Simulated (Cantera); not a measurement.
A closed system holds: 1 mol Cu₂O, 3.2 mol C, 2.3 mol N₂, at 0.00133 bar.

Equilibrium computed with Cantera from the NASA thermochemical tables; the gas is ideal and each condensed phase is pure. Candidate condensed phases: C, Cu, CuO, Cu₂O; 27 gas species. Rates play no part.

Question: At 1375 K, list the 3 most abundant gas species with their mole fractions, and the condensed phases.

Answer: N₂ 0.697, CO 0.303, Cu 0.000617. Condensed: C(graphite) + Cu(l).
